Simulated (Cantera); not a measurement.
Feed: 1 mol Ta₂O₅, 7.7 mol H₂, 0.083 mol H₂O, at 0.0210 bar.

Cantera equilibrium calculation (NASA polynomials, part measured and part estimated; ideal gas, pure solids and liquids). Candidate condensed phases: H₂O, Ta, Ta₂O₅; 12 gas species. The numbers say what is thermodynamically allowed, not how fast it happens.

Q: Which condensed phases are stable at each of these points (T (K)): 800, 950, 1100, 1250, 1400, 1550, 1700, 1850, 2000, 2150?

A: 
```json
[
 {"T (K)": "800", "condensed phases": "Ta₂O₅(s)", "Ta condensed (%)": "100.0"},
 {"T (K)": "950", "condensed phases": "Ta₂O₅(s)", "Ta condensed (%)": "100.0"},
 {"T (K)": "1100", "condensed phases": "Ta₂O₅(s)", "Ta condensed (%)": "100.0"},
 {"T (K)": "1250", "condensed phases": "Ta₂O₅(s)", "Ta condensed (%)": "100.0"},
 {"T (K)": "1400", "condensed phases": "Ta₂O₅(s)", "Ta condensed (%)": "100.0"},
 {"T (K)": "1550", "condensed phases": "Ta₂O₅(s)", "Ta condensed (%)": "100.0"},
 {"T (K)": "1700", "condensed phases": "Ta₂O₅(s)", "Ta condensed (%)": "100.0"},
 {"T (K)": "1850", "condensed phases": "Ta₂O₅(s)", "Ta condensed (%)": "100.0"},
 {"T (K)": "2000", "condensed phases": "Ta₂O₅(s)", "Ta condensed (%)": "100.0"},
 {"T (K)": "2150", "condensed phases": "Ta₂O₅(l)", "Ta condensed (%)": "99.9"}
]
```

From 800 K to 2000 K the condensed part is Ta₂O₅(s). At 2150 K the condensed part is Ta₂O₅(l).
